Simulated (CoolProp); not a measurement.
Model: reference Helmholtz-energy equation of state, Wu 2012, in CoolProp.

### Question
For fluoroethane (R161), give the phase and the density (kg/m³), cp (kJ/(kg K)), speed of sound (m/s), Joule-Thomson coefficient (K/MPa) at 450 K and 1.25 MPa; 450 K and 3.12 MPa.

### Answer
- 450 K and 1.25 MPa: gas; density 16.9, cp 1.75, speed of sound 283, Joule-Thomson coefficient 6.11
- 450 K and 3.12 MPa: gas; density 45.8, cp 1.88, speed of sound 267, Joule-Thomson coefficient 6.31
